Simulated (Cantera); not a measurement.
Feed: 1 mol Cu₂O, 0.92 mol CH₄, 0.16 mol N₂, at 1402 °C.

Cantera equilibrium calculation (NASA polynomials, part measured and part estimated; ideal gas, pure solids and liquids). Candidate condensed phases: C, C₆H₆, C₇H₈, C₈H₁₈, Cu, CuO, Cu(OH)₂, Cu₂O, H₂O; 139 gas species. Equilibrium is a limit: real reactors are often held back by kinetics, nucleation or transport.

What share of the Cu ends up in condensed phases as a function of P (Pa), at 10, 68, 460, 3200, 22000, 150000, 1000000?


| P (Pa) | Cu condensed (%) | as |
|---|---|---|
| 10 | 0.0 | - |
| 68 | 70.4 | Cu(l) |
| 460 | 96.3 | Cu(l) |
| 3200 | 99.5 | Cu(l) |
| 22000 | 99.9 | Cu(l) |
| 150000 | 100.0 | Cu(l) |
| 1000000 | 100.0 | Cu(l) |
